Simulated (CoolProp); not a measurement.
Saturation properties of dodecamethylcyclohexasiloxane (D6).

Model: reference Helmholtz-energy equation of state, Colonna 2008, in CoolProp. It is a short technical equation, of lower accuracy than the large ones.

```
T (°C)  p (bar)  liquid density (kg/m³)  vapour Z
------  -------  ----------------------  --------
174.75   0.1547                   797.9    0.9782
181.05   0.1890                   790.1    0.9744
187.25   0.2285                   782.4    0.9702
193.55   0.2752                   774.5    0.9655
199.85   0.3293                   766.5    0.9602
206.15   0.3916                   758.3    0.9543
212.35   0.4618                   750.2    0.9480
218.65   0.5431                   741.8    0.9409
224.95   0.6353                   733.2    0.9331
231.25   0.7396                   724.5    0.9246
237.45   0.8550                   715.8    0.9156
243.75   0.9863                   706.7    0.9056
```

It boils at 245.0 °C under 1 atm.
